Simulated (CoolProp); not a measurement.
Ethanol along the isobar 144 bar: density (kg/m³) from the reference equation and from simpler models built on Tc = 514.7 K, pc = 62.68 bar, ω = 0.644; each cubic takes its own stable root.

The numbers come from the reference Helmholtz-energy equation of state, Schroeder 2014 in CoolProp.

```json
[
 {"T (K)": "441.9", "phase": "liquid", "reference": "654.1"},
 {"T (K)": "449.2", "phase": "liquid", "reference": "643.7"},
 {"T (K)": "456.6", "phase": "liquid", "reference": "632.9"},
 {"T (K)": "464", "phase": "liquid", "reference": "621.6"},
 {"T (K)": "471.3", "phase": "liquid", "reference": "610.0"},
 {"T (K)": "478.7", "phase": "liquid", "reference": "597.7"},
 {"T (K)": "486", "phase": "liquid", "reference": "585.1"},
 {"T (K)": "493.4", "phase": "liquid", "reference": "571.6"},
 {"T (K)": "500.8", "phase": "liquid", "reference": "557.2"},
 {"T (K)": "508.1", "phase": "liquid", "reference": "542.0"}
]
```

**Question.** How far does each simpler model (Redlich-Kwong, Peng-Robinson) lie from the reference over these 10 states: mean and median of the absolute difference, and the worst?

**Answer.** 
- Redlich-Kwong: mean 24.1 %, median 24.1 %, worst -24.3 % at 493.4 K and 144 bar
- Peng-Robinson: mean 10.6 %, median 10.2 %, worst -14.2 % at 508.1 K and 144 bar
